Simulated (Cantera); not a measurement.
## Equilibrium for silicon nitride deposition: SiH4 + N2 + H2 + NH3

Input: 1 mol SiH4, 4.1 mol N2, 0.21 mol H2, 0.12 mol NH3, held at 36.0 Pa.

These are equilibrium values from Cantera (NASA tables, ideal gas, pure condensed phases), not measurements of a reactor. Candidate condensed phases: Si, Si3N4; 18 gas species. The tables' values for SiN are old estimates; treat these amounts as uncertain. Gases not in the tables: Si2H6 and higher silanes. Equilibrium is a limit: real reactors are often held back by kinetics, nucleation or transport.

From 625 °C to 1225 °C the condensed part is Si3N4(s). At 1325 °C the condensed part is Si(s). From 1425 °C to 1525 °C the condensed part is Si(l).

```json
[
 {"T (°C)": "625", "log p N2": "-3.67", "log p H2": "-3.83", "log p H": "-11.88", "log p Si": "<-15", "n Si3N4(s)": "0.333", "n Si(s)": "0", "n Si(l)": "0"},
 {"T (°C)": "725", "log p N2": "-3.67", "log p H2": "-3.83", "log p H": "-10.58", "log p Si": "<-15", "n Si3N4(s)": "0.333", "n Si(s)": "0", "n Si(l)": "0"},
 {"T (°C)": "825", "log p N2": "-3.67", "log p H2": "-3.83", "log p H": "-9.52", "log p Si": "<-15", "n Si3N4(s)": "0.333", "n Si(s)": "0", "n Si(l)": "0"},
 {"T (°C)": "925", "log p N2": "-3.67", "log p H2": "-3.83", "log p H": "-8.64", "log p Si": "-14.49", "n Si3N4(s)": "0.333", "n Si(s)": "0", "n Si(l)": "0"},
 {"T (°C)": "1025", "log p N2": "-3.67", "log p H2": "-3.83", "log p H": "-7.89", "log p Si": "-12.16", "n Si3N4(s)": "0.333", "n Si(s)": "0", "n Si(l)": "0"},
 {"T (°C)": "1125", "log p N2": "-3.67", "log p H2": "-3.84", "log p H": "-7.24", "log p Si": "-10.17", "n Si3N4(s)": "0.333", "n Si(s)": "0", "n Si(l)": "0"},
 {"T (°C)": "1225", "log p N2": "-3.67", "log p H2": "-3.84", "log p H": "-6.68", "log p Si": "-8.45", "n Si3N4(s)": "0.333", "n Si(s)": "0", "n Si(l)": "0"},
 {"T (°C)": "1325", "log p N2": "-3.64", "log p H2": "-3.88", "log p H": "-6.22", "log p Si": "-7.03", "n Si3N4(s)": "0", "n Si(s)": "0.998", "n Si(l)": "0"},
 {"T (°C)": "1425", "log p N2": "-3.64", "log p H2": "-3.89", "log p H": "-5.78", "log p Si": "-6.18", "n Si3N4(s)": "0", "n Si(s)": "0", "n Si(l)": "0.987"},
 {"T (°C)": "1525", "log p N2": "-3.65", "log p H2": "-3.89", "log p H": "-5.40", "log p Si": "-5.51", "n Si3N4(s)": "0", "n Si(s)": "0", "n Si(l)": "0.940"}
]
```
log p: log10 of the partial pressure in bar; n: condensed amount in mol.
